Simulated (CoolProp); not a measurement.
R142b along the isotherm 214 K: density (kg/m³) from the reference equation and from simpler models built on Tc = 410.3 K, pc = 4.055 MPa, ω = 0.232; each cubic takes its own stable root.

Values from CoolProp's reference Helmholtz-energy equation of state, Lemmon 2006. It is a short technical equation, of lower accuracy than the large ones.

```
p (MPa)   phase  reference
-------  ------  ---------
0.676    liquid       1302
1.35     liquid       1303
2.03     liquid       1304
2.7      liquid       1305
3.38     liquid       1306
4.05     liquid       1307
4.73     liquid       1308
5.41     liquid       1308
6.08     liquid       1309
```

How far does each simpler model (van der Waals, Redlich-Kwong, Peng-Robinson) lie from the reference over these 9 states: mean and median of the absolute difference, and the worst?


- van der Waals: mean 40.0 %, median 40.0 %, worst -40.5 % at 214 K and 0.676 MPa
- Redlich-Kwong: mean 11.6 %, median 11.6 %, worst -11.8 % at 214 K and 0.676 MPa
- Peng-Robinson: mean 1.2 %, median 1.2 %, worst +1.3 % at 214 K and 6.08 MPa
